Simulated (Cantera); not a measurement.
Charge: 1 mol AlCl3, 1.2 mol N2, 0.3 mol O2, held at 1.00 bar.

Equilibrium computed with Cantera from the NASA thermochemical tables; the gas is ideal and each condensed phase is pure. Candidate condensed phases: Al, AlCl3, AlN, Al2O3; 24 gas species. Condensed phases not in the tables: AlOCl. Rates play no part.

Question: At 950 K, list the 5 most abundant gas species with their mole fractions, and the condensed phases.

Answer: N2 0.505, Cl2 0.253, AlCl3 0.231, Al2Cl6 0.0110, Cl 8.89e-5. Condensed: Al2O3(s).
